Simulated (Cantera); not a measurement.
# Ignition delay

Mixture: 37.5 % CO, 1.31 % H₂, 1.31 % CH₄, 12.5 % O₂, 47.3 % N₂, equivalence ratio 1.8, at 1000000 Pa, adiabatic and at constant pressure. Ignition delay is the time to a rise of 400 K.

Model: GRI-Mech 3.0 (53 species, 325 reactions), integrated in Cantera. Where the delays flatten at high temperature, the 400 K rule measures the pace of heat release, not the induction time.

```
T0 (K)  delay (ms)
------  ----------
1200         0.108
1275        0.0488
1350        0.0257
1425        0.0153
1500        0.0101
1575       0.00727
1650       0.00558
1725       0.00449
1800       0.00374
1875       0.00320
```

apparent activation energy between 1725 and 1875 K: 61 kJ/mol
